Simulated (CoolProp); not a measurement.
A single-stage vapour-compression cycle with R410A: evaporating at 225.15 K (dew point), condensing at 271.15 K (bubble point), superheat 5 K, subcooling 0 K, compressor efficiency 0.75, no pressure losses. Each further row changes one setting.

Values from CoolProp's reference Helmholtz-energy equation of state, Lemmon 2003. It is a pseudo-pure fit of the blend.

```tsv
case	cooling COP	pressure ratio	discharge temperature (K)	refrigerating effect (kJ/kg)	volumetric capacity (kJ/m³)
as stated	2.97	6.26	326.8	208	991
evaporating temperature 230.15 K	3.48	4.93	…	211	1260
condensing temperature 266.15 K	…	5.31	317.5	216	1030
subcooling 5 K	3.07	6.26	326.8	216	1030
superheat 15 K	2.93	6.26	339.0	216	978
compressor efficiency 0.65	2.57	6.26	…	208	991
```

Question: Some entries are withheld; supply them.

Answer: 
- evaporating temperature 230.15 K, discharge temperature (K): 319.5
- condensing temperature 266.15 K, cooling COP: 3.41
- compressor efficiency 0.65, discharge temperature (K): 338.2
